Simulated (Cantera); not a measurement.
An isothermal, constant-pressure homogeneous reactor starts with 27.0 % CH4, 51.4 % H2O, 21.6 % H2, at 1375 K and 10.0 bar.

Computed with Cantera and GRI-Mech 3.0 (53 species, 325 reactions).

One state of this run: x CH4 = 0.246; x H2O = 0.506; x H2 = 0.238; x C2H = 4.64e-12; x CO2 = 6.18e-5. x: mole fraction; the columns are a selection and need not sum to one.

Which value of t (s) does it belong to?
A) 20.0
B) 100
C) 0.795
D) 0.159

C, 0.795
